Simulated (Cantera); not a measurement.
Thermodynamics of silicon oxide and oxynitride deposition, feed Si₂H₆ + H₂O

Feed: 1 mol Si₂H₆, 1.2 mol H₂O, at 1898 K.

Equilibrium computed with Cantera from the NASA thermochemical tables; the gas is ideal and each condensed phase is pure. Candidate condensed phases: H₂O, Si, SiO₂; 18 gas species. The feed counts by its element totals alone. Each liquid is taken as pure. Mutual solubility and eutectic melting of coexisting phases are not modelled. The tables hold silica as quartz up to 1696 K and as liquid above; real silica turns to tridymite and cristobalite and melts near 1996 K. Gases not in the tables: Si₂H₆ and higher silanes. Equilibrium is a limit: real reactors are often held back by kinetics, nucleation or transport.

```json
[
 {"P (Pa)": "5", "x H₂": "0.606", "x SiO": "0.185", "x Si": "0.122", "x H": "0.0860", "n Si(l)": "0", "n SiO₂(condensed)": "0"},
 {"P (Pa)": "17", "x H₂": "0.677", "x SiO": "0.200", "x Si": "0.0723", "x H": "0.0493", "n Si(l)": "0.354", "n SiO₂(condensed)": "0"},
 {"P (Pa)": "59", "x H₂": "0.736", "x SiO": "0.214", "x Si": "0.0208", "x H": "0.0276", "n Si(l)": "0.679", "n SiO₂(condensed)": "0"},
 {"P (Pa)": "210", "x H₂": "0.760", "x SiO": "0.219", "x Si": "0.00585", "x H": "0.0149", "n Si(l)": "0.766", "n SiO₂(condensed)": "0"},
 {"P (Pa)": "710", "x H₂": "0.769", "x SiO": "0.221", "x Si": "0.00173", "x H": "0.00814", "n Si(l)": "0.790", "n SiO₂(condensed)": "0"},
 {"P (Pa)": "2400", "x H₂": "0.773", "x SiO": "0.222", "x Si": "0.000512", "x H": "0.00444", "n Si(l)": "0.797", "n SiO₂(condensed)": "0"},
 {"P (Pa)": "8400", "x H₂": "0.775", "x SiO": "0.222", "x Si": "0.000146", "x H": "0.00237", "n Si(l)": "0.799", "n SiO₂(condensed)": "0"},
 {"P (Pa)": "29000", "x H₂": "0.777", "x SiO": "0.222", "x Si": "4.24e-5", "x H": "0.00128", "n Si(l)": "0.800", "n SiO₂(condensed)": "0"},
 {"P (Pa)": "100000", "x H₂": "0.878", "x SiO": "0.121", "x Si": "1.23e-5", "x H": "0.000732", "n Si(l)": "1.11", "n SiO₂(condensed)": "0.311"}
]
```
x: gas mole fraction; n: condensed amount in mol.

At 5.00 Pa nothing is condensed. From 17.0 Pa to 0.290 bar the condensed part is Si(l). At 1.00 bar the condensed part is Si(l) + SiO₂(condensed). The main Si-bearing gas is SiO throughout. The share of Si in condensed phases is highest at 1.00 bar (71.1 %) and lowest at 5.00 Pa (0.0 %).
